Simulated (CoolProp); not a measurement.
Properties of n-decane at several states.

Computed with CoolProp (reference Helmholtz-energy equation of state, Lemmon 2006). It is a short technical equation, of lower accuracy than the large ones.

```json
[
 {"T (°C)": "121.15", "p (MPa)": "1.71", "phase": "liquid", "density (kg/m³)": "652.6", "Joule-Thomson coefficient (K/MPa)": "-0.3024", "isothermal compressibility (1/MPa)": "0.002262", "viscosity (µPa s)": "310", "conductivity (mW/(m K))": "107", "fugacity coefficient": "0.01347"},
 {"T (°C)": "-4.45", "p (MPa)": "0.129", "phase": "liquid", "density (kg/m³)": "749.5", "Joule-Thomson coefficient (K/MPa)": "-0.4597", "isothermal compressibility (1/MPa)": "0.0009125", "viscosity (µPa s)": "1390", "conductivity (mW/(m K))": "137", "fugacity coefficient": "0.0001396"},
 {"T (°C)": "238.15", "p (MPa)": "0.424", "phase": "liquid", "density (kg/m³)": "538.6", "Joule-Thomson coefficient (K/MPa)": "0.08104", "isothermal compressibility (1/MPa)": "0.009344", "viscosity (µPa s)": "130", "conductivity (mW/(m K))": "83.5", "fugacity coefficient": "0.8232"},
 {"T (°C)": "202.45", "p (MPa)": "0.0129", "phase": "gas", "density (kg/m³)": "0.4670", "Joule-Thomson coefficient (K/MPa)": "21.02", "isothermal compressibility (1/MPa)": "77.99", "viscosity (µPa s)": "8.25", "conductivity (mW/(m K))": "24.4", "fugacity coefficient": "0.9940"},
 {"T (°C)": "280.85", "p (MPa)": "0.132", "phase": "gas", "density (kg/m³)": "4.225", "Joule-Thomson coefficient (K/MPa)": "12.62", "isothermal compressibility (1/MPa)": "7.859", "viscosity (µPa s)": "9.55", "conductivity (mW/(m K))": "33.0", "fugacity coefficient": "0.9661"}
]
```

Viscosity comes from a separate model (Huber 2004). Thermal conductivity comes from a separate model (Huber 2005).
